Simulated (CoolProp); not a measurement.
A Linde-Hampson liquefier for ethylene: isothermal reversible compression at 320 K from 1 atm to 5 MPa, throttling to 1 atm, return gas leaving the recuperator 0 K below the feed. Each further row changes one setting.

The numbers come from the reference Helmholtz-energy equation of state, Smukala 2000 in CoolProp.

```tsv
case	liquid yield per pass	compression work (kJ/kg of gas)
as stated	___	347
high pressure 10 MPa	___	___
warm-end temperature 350 K	0.087	___
warm-end gap 5 K	___	347
```

Question: Fill in the missing entries.

Answer: 
- as stated, liquid yield per pass: 0.121
- high pressure 10 MPa, liquid yield per pass: 0.320
- high pressure 10 MPa, compression work (kJ/kg of gas): 386
- warm-end temperature 350 K, compression work (kJ/kg of gas): 387
- warm-end gap 5 K, liquid yield per pass: 0.110
